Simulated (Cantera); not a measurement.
A perfectly stirred reactor is fed with 8.76 % C₂H₆, 13.1 % O₂, 64.1 % N₂, 14.0 % H₂O, equivalence ratio 2.3, at 3680 Torr; it is adiabatic with a 575 K inlet, and is followed from long to short residence time, starting on the burning branch (τ in s: 0.25, 0.094, 0.036, 0.013, 0.0051, 0.0019, 0.00072, 0.00027, 0.0001, 3.9e-05, 1.5e-05).

Computed with Cantera and GRI-Mech 3.0 (53 species, 325 reactions).

x: mole fraction; the columns are a selection and need not sum to one.

```csv
τ (s),T (K),x C₂H₆,x O₂,x H₂O,x CH₃,x CH₄,x H₂O₂,x NO
0.25,1530,9.87e-5,0.000971,0.209,3.99e-5,0.0209,2.03e-8,2.02e-9
0.094,1515,0.000196,0.00171,0.211,5.18e-5,0.0194,5.04e-8,2.64e-9
0.036,1495,0.000379,0.00285,0.211,6.71e-5,0.0178,1.21e-7,3.08e-9
0.013,1471,0.000779,0.00492,0.211,9.10e-5,0.0169,3.05e-7,3.44e-9
0.0051,1441,0.00160,0.00839,0.211,0.000122,0.0168,7.86e-7,3.42e-9
0.0019,1379,(withheld),(withheld),0.211,(withheld),0.0157,(withheld),(withheld)
0.00072,575,0.0876,0.131,0.140,<1e-12,<1e-12,<1e-12,<1e-12
0.00027,575,0.0876,0.131,0.140,<1e-12,<1e-12,<1e-12,<1e-12
0.00010,575,0.0876,0.131,0.140,<1e-12,<1e-12,<1e-12,<1e-12
3.9e-5,575,0.0876,0.131,0.140,<1e-12,<1e-12,<1e-12,<1e-12
1.5e-5,575,0.0876,0.131,0.140,<1e-12,<1e-12,<1e-12,<1e-12
```

Task: Fill in the missing entries.

Result: 
- 0.0019, x C₂H₆: 0.00426
- 0.0019, x O₂: 0.0167
- 0.0019, x CH₃: 0.000148
- 0.0019, x H₂O₂: 4.09e-6
- 0.0019, x NO: 2.09e-9
